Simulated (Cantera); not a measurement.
A closed system holds: 1 mol MgO, 5.5 mol C, 0.31 mol H2, held at 660 Pa.

Cantera equilibrium calculation (NASA polynomials, part measured and part estimated; ideal gas, pure solids and liquids). Candidate condensed phases: C, C6H6, C7H8, C8H18, H2O, Mg, MgCO3, MgO, Mg(OH)2; 116 gas species. The numbers say what is thermodynamically allowed, not how fast it happens.

Task: Which condensed phases are stable at each of these points (T (°C)): 550, 650, 750, 850, 950, 1050, 1150, 1250, 1350, 1450, 1550?

Result: 
| T (°C) | condensed phases | Mg condensed (%) |
|---|---|---|
| 550 | C(graphite) + MgO(s) | 100.0 |
| 650 | C(graphite) + MgO(s) | 100.0 |
| 750 | C(graphite) + MgO(s) | 100.0 |
| 850 | C(graphite) + MgO(s) | 100.0 |
| 950 | C(graphite) + MgO(s) | 100.0 |
| 1050 | C(graphite) + MgO(s) | 99.9 |
| 1150 | C(graphite) + MgO(s) | 99.0 |
| 1250 | C(graphite) + MgO(s) | 92.1 |
| 1350 | C(graphite) | 0.0 |
| 1450 | C(graphite) | 0.0 |
| 1550 | C(graphite) | 0.0 |

From 550 °C to 1250 °C the condensed part is C(graphite) + MgO(s). From 1350 °C to 1550 °C the condensed part is C(graphite).
